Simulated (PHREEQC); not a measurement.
Model water analysis in mg/kgw, 25 °C, pH 3.99, pe 9.8: Na 1560; K 246; Ca 22.4; Mg 504; Cl 1090; S(6) as SO4 4200; Zn 11.5.

Valence states are taken as typed.

Computed with PHREEQC (ion-association model, wateq4f.dat).

This is a speciation only: nothing precipitates in the calculation.

Problem. What ionic strength does the model give?

Solution. ionic strength 0.136 mol/kgw.

Problem. In which forms is Ca present?

Solution. Ca+2 59 %, CaSO4 41 % of the Ca.

Complexes and solids missing from the database can't appear.
